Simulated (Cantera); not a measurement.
An adiabatic, constant-volume homogeneous reactor starts with CH₄ : CO : O₂ : N₂ = 1 : 0.24 : 6.06 : 22.8 (molar parts), at 1350 K and 1000000 Pa. Integrator tolerance rtol = 1e-08.

Cantera simulation using GRI-Mech 3.0 (53 species, 325 reactions); the numbers are that mechanism's predictions, not measurements.

Problem. What does this change do: initial temperature 1350 to 1598 K?

Solution. 
```csv
quantity,before,after
time of steepest temperature rise,0.550 ms,56.2 µs
temperature at 0.200 s,2281 K,2473 K
equilibrium temperature,2281 K,2473 K
x(CH₄) at 0.200 s,<1e-12 (gas-phase equilibrium <1e-12),<1e-12 (gas-phase equilibrium <1e-12)
x(CO) at 0.200 s,0.000293 (gas-phase equilibrium 0.000293),0.000943 (gas-phase equilibrium 0.000943)
x(O₂) at 0.200 s,0.125 (gas-phase equilibrium 0.125),0.122 (gas-phase equilibrium 0.122)
x(H) at 0.200 s,1.98e-5 (gas-phase equilibrium 1.98e-5),8.94e-5 (gas-phase equilibrium 8.94e-5)
x(OH) at 0.200 s,0.00240 (gas-phase equilibrium 0.00240),0.00469 (gas-phase equilibrium 0.00469)
x(C₂H₂) at 0.200 s,<1e-12 (gas-phase equilibrium <1e-12),<1e-12 (gas-phase equilibrium <1e-12)
```

Problem. What does this change do: pressure from 1000000 Pa to 1100000 Pa?

Solution. 
| quantity | before | after |
|---|---|---|
| time of steepest temperature rise | 0.550 ms | 0.506 ms |
| temperature at 0.200 s | 2281 K | 2282 K |
| equilibrium temperature | 2281 K | 2282 K |
| x(CH₄) at 0.200 s | <1e-12 (gas-phase equilibrium <1e-12) | <1e-12 (gas-phase equilibrium <1e-12) |
| x(CO) at 0.200 s | 0.000293 (gas-phase equilibrium 0.000293) | 0.000281 (gas-phase equilibrium 0.000281) |
| x(O₂) at 0.200 s | 0.125 (gas-phase equilibrium 0.125) | 0.125 (gas-phase equilibrium 0.125) |
| x(H) at 0.200 s | 1.98e-5 (gas-phase equilibrium 1.98e-5) | 1.85e-5 (gas-phase equilibrium 1.85e-5) |
| x(OH) at 0.200 s | 0.00240 (gas-phase equilibrium 0.00240) | 0.00235 (gas-phase equilibrium 0.00235) |
| x(C₂H₂) at 0.200 s | <1e-12 (gas-phase equilibrium <1e-12) | <1e-12 (gas-phase equilibrium <1e-12) |
